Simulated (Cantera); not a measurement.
Charge: 1 mol SiO2, 1.1 mol H2, 0.28 mol H2O, equilibrated at 160000 Pa.

These are equilibrium values from Cantera (NASA tables, ideal gas, pure condensed phases), not measurements of a reactor. Candidate condensed phases: H2O, Si, SiO2; 18 gas species. The tables hold silica as quartz up to 1696 K and as liquid above; real silica turns to tridymite and cristobalite and melts near 1996 K. Gases not in the tables: Si(OH)4. The numbers say what is thermodynamically allowed, not how fast it happens.

x: gas mole fraction; n: condensed amount in mol.

| T (K) | x H2 | x H2O | x H | x SiO | x OH | n SiO2(β-quartz) | n SiO2(condensed) |
|---|---|---|---|---|---|---|---|
| 1300 | 0.797 | 0.203 | 7.81e-7 | 5.17e-12 | 2.60e-9 | 1.00 | 0 |
| 1375 | 0.797 | 0.203 | 2.42e-6 | 8.07e-11 | 1.11e-8 | 1.00 | 0 |
| 1450 | 0.797 | 0.203 | 6.68e-6 | 9.41e-10 | 4.07e-8 | 1.00 | 0 |
| 1525 | 0.797 | 0.203 | 1.67e-5 | 8.57e-9 | 1.32e-7 | 1.00 | 0 |
| 1600 | 0.797 | 0.203 | ___ | ___ | ___ | 1.00 | 0 |
| 1675 | 0.797 | 0.203 | 8.19e-5 | 3.85e-7 | 1.01e-6 | 1.000 | 0 |
| 1750 | 0.797 | 0.203 | 0.000164 | 1.97e-6 | 2.45e-6 | 0 | 1.000 |
| 1825 | 0.797 | 0.203 | ___ | ___ | ___ | 0 | 1.000 |
| 1900 | 0.797 | 0.203 | 0.000560 | 3.40e-5 | 1.17e-5 | 0 | 1.000 |

Q: What belongs in the gaps?

A: 
- 1825, x H: 0.000311
- 1825, x SiO: 8.71e-6
- 1825, x OH: 5.53e-6
- 1600, x H: 3.84e-5
- 1600, x SiO: 6.30e-8
- 1600, x OH: 3.83e-7
